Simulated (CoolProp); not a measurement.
Vapour pressure (MPa) of normal hydrogen: the reference equation beside estimates from Tc = 33.1 K, pc = 1.296 MPa, ω = -0.219. Clausius-Clapeyron is anchored at 27.9 K with a constant enthalpy of vaporisation of 0.7237 kJ/mol.

The numbers come from the reference Helmholtz-energy equation of state, Leachman 2009 in CoolProp.

```json
[
 {"T (K)": "23.3", "reference": "0.2196", "Lee-Kesler": "0.2197", "Clausius-Clapeyron": "0.3044", "van der Waals": "0.2656", "Redlich-Kwong": "0.1175", "Soave-Redlich-Kwong": "0.2195", "Peng-Robinson": "0.2266"},
 {"T (K)": "24.5", "reference": "0.2883", "Lee-Kesler": "0.2884", "Clausius-Clapeyron": "0.3655", "van der Waals": "0.3412", "Redlich-Kwong": "0.1766", "Soave-Redlich-Kwong": "0.2913", "Peng-Robinson": "0.2983"},
 {"T (K)": "25.6", "reference": "0.3635", "Lee-Kesler": "0.3635", "Clausius-Clapeyron": "0.4257", "van der Waals": "0.4216", "Redlich-Kwong": "0.2470", "Soave-Redlich-Kwong": "0.3697", "Peng-Robinson": "0.3763"},
 {"T (K)": "26.8", "reference": "0.4602", "Lee-Kesler": "0.4599", "Clausius-Clapeyron": "0.4957", "van der Waals": "0.5220", "Redlich-Kwong": "0.3438", "Soave-Redlich-Kwong": "0.4700", "Peng-Robinson": "0.4758"},
 {"T (K)": "27.9", "reference": "0.5635", "Lee-Kesler": "0.5630", "Clausius-Clapeyron": "0.5635", "van der Waals": "0.6263", "Redlich-Kwong": "0.4530", "Soave-Redlich-Kwong": "0.5763", "Peng-Robinson": "0.5811"},
 {"T (K)": "29", "reference": "0.6821", "Lee-Kesler": "0.6815", "Clausius-Clapeyron": "0.6342", "van der Waals": "0.7427", "Redlich-Kwong": "0.5836", "Soave-Redlich-Kwong": "0.6973", "Peng-Robinson": "0.7009"},
 {"T (K)": "30.2", "reference": "0.8305", "Lee-Kesler": "0.8302", "Clausius-Clapeyron": "0.7146", "van der Waals": "0.8839", "Redlich-Kwong": "0.7524", "Soave-Redlich-Kwong": "0.8467", "Peng-Robinson": "0.8491"},
 {"T (K)": "31.3", "reference": "0.9860", "Lee-Kesler": "0.9862", "Clausius-Clapeyron": "0.7908", "van der Waals": "1.027", "Redlich-Kwong": "0.9332", "Soave-Redlich-Kwong": "1.001", "Peng-Robinson": "1.002"},
 {"T (K)": "32.5", "reference": "1.180", "Lee-Kesler": "1.181", "Clausius-Clapeyron": "0.8763", "van der Waals": "1.198", "Redlich-Kwong": "1.161", "Soave-Redlich-Kwong": "1.187", "Peng-Robinson": "1.188"}
]
```

Absolute difference from the reference over all 9 rows, mean and median: Lee-Kesler 0.1 and 0.0 %, Clausius-Clapeyron 17.4 and 17.1 %, van der Waals 11.2 and 11.1 %, Redlich-Kwong 21.4 and 19.6 %, Soave-Redlich-Kwong 1.5 and 1.7 %, Peng-Robinson 2.7 and 3.1 %.
